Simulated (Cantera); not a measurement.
A perfectly stirred reactor is fed with CH₄ : C₂H₆ : C₃H₈ : O₂ : N₂ = 1 : 1.3 : 0.11 : 9.73 : 36.6 (molar parts), equivalence ratio 0.73, at 7500 Torr; it is adiabatic with a 700 K inlet, and is followed from long to short residence time, starting on the burning branch (τ in s: 0.47, 0.18, 0.069, 0.026, 0.01, 0.0038, 0.0015, 0.00056, 0.00021, 8.1e-05, 3.1e-05, 1.2e-05).

Detailed kinetics in Cantera: GRI-Mech 3.0 (53 species, 325 reactions).

One state of this run: T (K) = 2118; x CH₄ = 6.75e-5; x C₂H₆ = 1.90e-5; x C₃H₈ = 1.59e-6; x C₂H₄ = 4.09e-5; x N₂O = 2.07e-6; x O₂ = 0.0572; x NO = 5.87e-5. x: mole fraction; the columns are a selection and need not sum to one.

Which value of τ (s) does it belong to?
A) 8.1e-5
B) 0.0015
C) 0.00021
D) 0.010

A, 8.1e-5
